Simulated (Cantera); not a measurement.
A perfectly stirred reactor is fed with N2O : H2 : N2 = 1 : 0.0031 : 2.8 (molar parts), at 0.0133 bar; it is held at 1525 K, and followed from long to short residence time.

Computed with Cantera and GRI-Mech 3.0 (53 species, 325 reactions). GRI-Mech 3.0 was tuned for natural gas; its chemistry of N2O as a main component is partial and can be far from experiment. Radical loss at walls, strong at low pressure, is not modelled. The temperature is held fixed by assumption; the heat of reaction is taken as removed at once.

Task: What does this change do: 0.051 parts H2O added?

Result: 
| quantity | before | after |
|---|---|---|
| x(N2O) at τ = 5.90 s | 0.0336 | 0.0315 |
| x(H2) at τ = 5.90 s | 3.45e-6 | 4.63e-6 |
| x(NO2) at τ = 5.90 s | 1.32e-5 | 2.47e-5 |
| x(H2O2) at τ = 5.90 s | 3.26e-11 | 4.96e-10 |
| x(NO) at τ = 5.90 s | 0.0474 | 0.0373 |
| x(N2O) at τ = 0.150 s | 0.223 | 0.218 |
| x(H2) at τ = 0.150 s | 9.40e-5 | 5.15e-5 |
| x(NO2) at τ = 0.150 s | 4.85e-5 | 8.69e-5 |
| x(H2O2) at τ = 0.150 s | 6.25e-10 | 6.73e-9 |
| x(NO) at τ = 0.150 s | 0.00821 | 0.00758 |

Task: What does this change do: 0.21 parts H2O added?

Result: 
```
quantity                  before    after
----------------------  --------  -------
x(N2O) at τ = 5.90 s      0.0336   0.0265
x(H2) at τ = 5.90 s      3.45e-6  1.27e-5
x(NO2) at τ = 5.90 s     1.32e-5  2.56e-5
x(H2O2) at τ = 5.90 s   3.26e-11  1.90e-9
x(NO) at τ = 5.90 s       0.0474   0.0290
x(N2O) at τ = 0.150 s      0.223    0.204
x(H2) at τ = 0.150 s     9.40e-5  3.61e-5
x(NO2) at τ = 0.150 s    4.85e-5  9.18e-5
x(H2O2) at τ = 0.150 s  6.25e-10  2.27e-8
x(NO) at τ = 0.150 s     0.00821  0.00708
```

Task: What does this change do: pressure from 0.0133 bar to 0.490 bar?

Result: 
```csv
quantity,before,after
x(N2O) at τ = 5.90 s,0.0336,0.00177
x(H2) at τ = 5.90 s,3.45e-6,3.03e-7
x(NO2) at τ = 5.90 s,1.32e-5,5.29e-5
x(H2O2) at τ = 5.90 s,3.26e-11,2.25e-10
x(NO) at τ = 5.90 s,0.0474,0.0185
x(N2O) at τ = 0.150 s,0.223,0.0414
x(H2) at τ = 0.150 s,9.40e-5,4.48e-6
x(NO2) at τ = 0.150 s,4.85e-5,0.000118
x(H2O2) at τ = 0.150 s,6.25e-10,7.91e-10
x(NO) at τ = 0.150 s,0.00821,0.0390
```
